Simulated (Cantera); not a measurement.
An isothermal, constant-pressure homogeneous reactor starts with CH4 : CO2 : H2 = 1 : 3 : 1.2 (molar parts), at 1450 K and 4.93 atm. Integrator tolerance rtol = 1e-08.

Cantera simulation using GRI-Mech 3.0 (53 species, 325 reactions); the numbers are that mechanism's predictions, not measurements.

Q: What does this change do: temperature 1450 to 1373 K?

A: 
```
quantity                                             before                                     after
----------------  -----------------------------------------  ----------------------------------------
x(CH4) at 100 s      0.0224 (gas-phase equilibrium 1.16e-5)    0.0793 (gas-phase equilibrium 3.66e-5)
x(CO2) at 100 s         0.135 (gas-phase equilibrium 0.112)       0.223 (gas-phase equilibrium 0.119)
x(H2) at 100 s          0.238 (gas-phase equilibrium 0.278)       0.149 (gas-phase equilibrium 0.285)
x(HO2) at 100 s       <1e-12 (gas-phase equilibrium <1e-12)     <1e-12 (gas-phase equilibrium <1e-12)
x(O) at 100 s         <1e-12 (gas-phase equilibrium <1e-12)     <1e-12 (gas-phase equilibrium <1e-12)
x(C2H6) at 100 s   5.70e-6 (gas-phase equilibrium 1.33e-12)  8.08e-5 (gas-phase equilibrium 9.20e-12)
x(C2H2) at 100 s  0.000651 (gas-phase equilibrium 1.14e-10)  0.00512 (gas-phase equilibrium 1.61e-10)
```

Q: What does this change do: temperature 1450 to 2175 K?

A: 
```json
[
 {"quantity": "x(CH4) at 100 s", "before": "0.0224 (gas-phase equilibrium 1.16e-5)", "after": "1.30e-8 (gas-phase equilibrium 1.44e-8)"},
 {"quantity": "x(CO2) at 100 s", "before": "0.135 (gas-phase equilibrium 0.112)", "after": "0.0764 (gas-phase equilibrium 0.0764)"},
 {"quantity": "x(H2) at 100 s", "before": "0.238 (gas-phase equilibrium 0.278)", "after": "0.243 (gas-phase equilibrium 0.243)"},
 {"quantity": "x(HO2) at 100 s", "before": "<1e-12 (gas-phase equilibrium <1e-12)", "after": "2.57e-10 (gas-phase equilibrium 2.57e-10)"},
 {"quantity": "x(O) at 100 s", "before": "<1e-12 (gas-phase equilibrium <1e-12)", "after": "3.77e-7 (gas-phase equilibrium 3.77e-7)"},
 {"quantity": "x(C2H6) at 100 s", "before": "5.70e-6 (gas-phase equilibrium 1.33e-12)", "after": "<1e-12 (gas-phase equilibrium <1e-12)"},
 {"quantity": "x(C2H2) at 100 s", "before": "0.000651 (gas-phase equilibrium 1.14e-10)", "after": "1.53e-11 (gas-phase equilibrium 1.69e-11)"}
]
```
